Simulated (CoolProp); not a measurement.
Vapour-liquid equilibrium of hydrogen sulfide (1) + n-butane (2) at 218.2 K; x and y are mole fractions of (1).

Model: multi-fluid Helmholtz-energy mixture model, Lemmon 2006 and Bücker 2006; pair parameters Kunz 2012, in CoolProp.

| x | bubble pressure, mixture model (MPa) | bubble pressure, Raoult's law (MPa) | y, mixture model | y, Raoult's law |
|---|---|---|---|---|
| 0.05 | 0.02872 | 0.01321 | [?] | 0.499 |
| 0.2 | 0.07330 | 0.03195 | [?] | 0.826 |
| 0.35 | [?] | 0.05069 | 0.943 | 0.911 |
| 0.5 | 0.1062 | 0.06943 | 0.952 | 0.950 |
| 0.65 | 0.1123 | 0.08816 | 0.958 | 0.972 |
| 0.8 | 0.1185 | 0.1069 | 0.966 | 0.987 |
| 0.95 | [?] | 0.1256 | 0.986 | 0.997 |

Q: What belongs in the gaps?

A: 
- 0.05, y, mixture model: 0.766
- 0.2, y, mixture model: 0.918
- 0.35, bubble pressure, mixture model (MPa): 0.09559
- 0.95, bubble pressure, mixture model (MPa): 0.1277

The largest gap from Raoult's law is +129.4 % in bubble pressure, at x = 0.2. No azeotrope shows between x = 0.05 and 0.95.

Pair parameters are fitted to limited data, so mixtures are less certain than the pure fluids. With so large a gap from Raoult's law the liquid may split in two, which this calculation doesn't test in full.
